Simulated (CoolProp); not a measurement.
Properties of isobutane along the isobar 4.84 MPa (Tc = 407.8 K, pc = 3.629 MPa, ω = 0.184).

Values from CoolProp's reference Helmholtz-energy equation of state, Bücker 2006.

```csv
T (K),phase,Z,cp (kJ/(kg K)),cv (kJ/(kg K)),speed of sound (m/s),isothermal compressibility (1/MPa),Prandtl number
308.6,liquid,0.2004,2.446,1.728,823.6,0.003813,4.03
320.7,liquid,0.1982,2.522,1.778,760.9,0.004604,3.87
332.8,liquid,0.1969,2.606,1.829,698.1,[?],3.73
344.8,liquid,0.1964,2.700,1.881,635.3,0.007117,3.60
356.9,liquid,0.1970,2.810,1.935,571.1,0.009248,3.48
369,liquid,0.1989,2.943,1.992,505.3,0.01256,3.36
381,liquid,0.2027,3.114,[?],437.3,0.01813,3.25
393.1,liquid,0.2097,3.368,2.115,364.6,0.02919,3.15
405.1,liquid,0.2227,3.832,2.191,285.8,0.05708,3.10
417.2,supercritical,0.2544,5.241,2.297,[?],0.1852,3.32
429.3,supercritical,0.3841,7.201,2.395,141.5,0.7318,2.88
441.3,supercritical,0.5164,4.311,2.370,158.5,0.4879,1.58
453.4,supercritical,0.5952,3.556,2.381,175.8,[?],1.25
465.4,supercritical,0.6507,3.263,2.405,189.9,0.3367,1.11
```

What belongs in the gaps?


- 332.8, isothermal compressibility (1/MPa): 0.005662
- 381, cv (kJ/(kg K)): 2.051
- 417.2, speed of sound (m/s): 196.6
- 453.4, isothermal compressibility (1/MPa): 0.3856

The peak of cp marks the crossing from liquid-like to gas-like fluid above the critical point.

Viscosity comes from a separate model (Vogel 2000). Thermal conductivity comes from a separate model (Perkins 2002).
